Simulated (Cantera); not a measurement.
A perfectly stirred reactor is fed with H2 : O2 : N2 : H2O = 1 : 0.294 : 1.94 : 0.29 (molar parts), at 1.00 atm; it is adiabatic with a 675 K inlet, and is followed from long to short residence time, starting on the burning branch (τ in s: 0.36, 0.13, 0.044, 0.015, 0.0053, 0.0019, 0.00065, 0.00022, 7.8e-05, 2.7e-05).

Detailed kinetics in Cantera: the H2/O2 subset of GRI-Mech 3.0, which has no nitrogen chemistry.

### Question
Predict: blow-out, bracketed by the residence times tried; x(H2) at τ = 0.360 s; x(O2) at τ = 0.360 s; x(H2O) at τ = 0.360 s; x(O) at τ = 0.360 s; x(HO2) at τ = 0.360 s; x(H2) at τ = 1.90 ms; x(O2) at τ = 1.90 ms; x(H2O) at τ = 1.90 ms; x(O) at τ = 1.90 ms; x(HO2) at τ = 1.90 ms.

### Answer
| Property | Result |
|---|---|
| blow-out, bracketed by the residence times tried | burning at 27.0 µs, the shortest tried |
| x(H2) at τ = 0.360 s | 0.127 |
| x(O2) at τ = 0.360 s | 1.78e-5 |
| x(H2O) at τ = 0.360 s | 0.271 |
| x(O) at τ = 0.360 s | 1.81e-6 |
| x(HO2) at τ = 0.360 s | 8.67e-9 |
| x(H2) at τ = 1.90 ms | 0.121 |
| x(O2) at τ = 1.90 ms | 0.000516 |
| x(H2O) at τ = 1.90 ms | 0.266 |
| x(O) at τ = 1.90 ms | 0.000221 |
| x(HO2) at τ = 1.90 ms | 4.46e-7 |
